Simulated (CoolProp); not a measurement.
Diethyl ether along the isobar 17.6 MPa: density (kg/m³) from the reference equation and from simpler models built on Tc = 467.9 K, pc = 3.717 MPa, ω = 0.282; each cubic takes its own stable root.

The numbers come from the reference Helmholtz-energy equation of state, Thol 2014 in CoolProp.

| T (K) | phase | reference |
|---|---|---|
| 298 | liquid | 729.5 |
| 315.9 | liquid | 711.5 |
| 333.7 | liquid | 693.2 |
| 351.6 | liquid | 674.2 |
| 369.4 | liquid | 654.9 |
| 387.3 | liquid | 634.8 |
| 405.1 | liquid | 614.3 |
| 423 | liquid | 592.9 |
| 440.9 | liquid | 571.0 |
| 458.7 | liquid | 548.4 |
| 476.6 | supercritical | 525.0 |
| 494.4 | supercritical | 501.1 |
| 512.3 | supercritical | 476.6 |
| 530.1 | supercritical | 451.8 |
| 548 | supercritical | 426.7 |

**Question.** How far does each simpler model (van der Waals, Redlich-Kwong, Peng-Robinson) lie from the reference over these 15 states: mean and median of the absolute difference, and the worst?

**Answer.** 
- van der Waals: mean 29.7 %, median 30.9 %, worst -36.5 % at 298 K and 17.6 MPa
- Redlich-Kwong: mean 8.0 %, median 8.5 %, worst -9.8 % at 298 K and 17.6 MPa
- Peng-Robinson: mean 3.2 %, median 3.7 %, worst +4.6 % at 369.4 K and 17.6 MPa
